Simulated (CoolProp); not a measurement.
Vapour-liquid equilibrium of carbon monoxide (1) + methane (2) at 98.8 K; x and y are mole fractions of (1).

Model: multi-fluid Helmholtz-energy mixture model, Lemmon 2006 and Setzmann 1991; pair parameters Kunz 2012, in CoolProp.

```tsv
x	bubble pressure (kPa)	y at the bubble point	dew pressure at overall composition x (kPa)	liquid density (mol/L)
0.05	57.94	0.497	31.81	27.42
0.15	116.1	0.770	35.39	27.34
0.25	174.2	0.861	39.86	27.24
0.35	228.8	0.904	45.63	27.11
0.45	277.7	0.930	53.34	26.95
0.55	320.7	0.947	64.20	26.75
0.65	359.2	0.959	80.59	26.53
0.75	395.4	0.970	108.2	26.26
0.85	432.5	0.981	164.6	25.95
0.95	474.0	0.993	330.6	25.60
```

No azeotrope shows between x = 0.05 and 0.95.

The pair parameters rest on a limited set of measurements; away from them the model extrapolates.
